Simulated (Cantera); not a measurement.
Charge: 1 mol C2H2, 0.2 mol CO2, 1.5 mol N2, equilibrated at 673 K and 0.0825 Torr.

These are equilibrium values from Cantera (NASA tables, ideal gas, pure condensed phases), not measurements of a reactor. Candidate condensed phases: C, C6H6, C7H8, C8H18, H2O; 136 gas species. Equilibrium is a limit: real reactors are often held back by kinetics, nucleation or transport.

Base state: N2 0.528, H2 0.347, CO 0.104, CO2 0.0160, H2O 0.00434, CH4 0.000202 (mole fractions); condensed: C(graphite).

Q: What changes in the equilibrium state with this change: temperature from 673 K to 2375 K?

A: 
| species | before | after |
|---|---|---|
| N2 | 0.528 | 0.411 |
| H | <1e-9 | 0.383 |
| CO | 0.104 | 0.111 |
| H2 | 0.347 | 0.0810 |
| CO2 | 0.0160 | <1e-9 |
| HCN | <1e-9 | 0.00930 |
| H2O | 0.00434 | <1e-9 |
| CN | <1e-9 | 0.00211 |
| HNC | <1e-9 | 0.000936 |
| C3 | <1e-9 | 0.000581 |
| C(graphite), mol | 1.86 | 1.74 |

Q: What changes in the equilibrium state with this change: CO2 from 0.2 to 0.11 mol?

A: 
```json
[
 {"species": "N2", "before": "0.528", "after": "0.557"},
 {"species": "H2", "before": "0.347", "after": "0.368"},
 {"species": "CO", "before": "0.104", "after": "0.0660"},
 {"species": "CO2", "before": "0.0160", "after": "0.00637"},
 {"species": "H2O", "before": "0.00434", "after": "0.00290"},
 {"species": "CH4", "before": "0.000202", "after": "0.000227"},
 {"species": "C(graphite), mol", "before": "1.86", "after": "1.91"}
]
```
